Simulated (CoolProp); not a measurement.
1-butene along the isobar 0.152 MPa: fugacity coefficient from the reference equation and from simpler models built on Tc = 146.1 °C, pc = 4.006 MPa, ω = 0.192; each cubic takes its own stable root.

Model: reference Helmholtz-energy equation of state, Lemmon 2005, in CoolProp. It is a short technical equation, of lower accuracy than the large ones.

| T (°C) | phase | reference | van der Waals | Redlich-Kwong | Soave-Redlich-Kwong | Peng-Robinson |
|---|---|---|---|---|---|---|
| -66.35 | liquid | 0.02859 | 0.6447 | 0.04930 | 0.02810 | 0.03030 |
| -45.65 | liquid | 0.1047 | 0.9544 | 0.1716 | 0.1032 | 0.1079 |
| -24.95 | liquid | 0.2966 | 0.9623 | 0.4574 | 0.2945 | 0.3011 |
| -4.25 | liquid | 0.6922 | 0.9685 | 0.9560 | 0.6929 | 0.6976 |
| 16.55 | gas | 0.9550 | 0.9733 | 0.9640 | 0.9614 | 0.9596 |
| 37.25 | gas | 0.9646 | 0.9772 | 0.9701 | 0.9682 | 0.9664 |
| 57.95 | gas | 0.9716 | 0.9804 | 0.9750 | 0.9735 | 0.9718 |
| 78.65 | gas | 0.9768 | 0.9829 | 0.9788 | 0.9778 | 0.9762 |
| 99.35 | gas | 0.9807 | 0.9851 | 0.9819 | 0.9813 | 0.9797 |
| 120.05 | gas | 0.9838 | 0.9869 | 0.9845 | 0.9842 | 0.9827 |

At some of these states van der Waals, Redlich-Kwong gives the other phase, because its saturation line lies elsewhere.
